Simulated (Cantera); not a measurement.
Mixture: CH4 : H2 : O2 : N2 = 1 : 0.66 : 3.07 : 13.5 (molar parts), at 1400000 Pa, adiabatic and at constant pressure. Ignition delay is the time to a rise of 400 K.

Computed with Cantera and GRI-Mech 3.0 (53 species, 325 reactions). The pressure lies above the range GRI-Mech 3.0 was tuned for (to about 10 atm).

Question: Predict: delay at 1298 K; delay at 1398 K; delay at 1498 K; delay at 1598 K; delay at 1698 K; apparent activation energy between 1648 and 1748 K.

Answer: 
| Quantity | Result |
|---|---|
| delay at 1298 K | 0.104 ms |
| delay at 1398 K | 47.5 µs |
| delay at 1498 K | 24.8 µs |
| delay at 1598 K | 13.9 µs |
| delay at 1698 K | 8.12 µs |
| apparent activation energy between 1648 and 1748 K | 120 kJ/mol |
